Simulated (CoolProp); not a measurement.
Values from CoolProp's reference Helmholtz-energy equation of state, Lemmon 2006. It is a short technical equation, of lower accuracy than the large ones.

Problem. Give the vapour pressure (MPa), liquid density (kg/m³), vapour density (kg/m³), enthalpy of vaporisation (kJ/kg) of saturated carbon monoxide at -178.95, -169.35, -157.65 °C.

Solution. 
```tsv
T (°C)	p (MPa)	liquid density (kg/m³)	vapour density (kg/m³)	enthalpy of vaporisation (kJ/kg)
-178.95	0.345	735	13.7	195
-169.35	0.714	685	27.7	176
-157.65	1.47	610	59.2	145
```
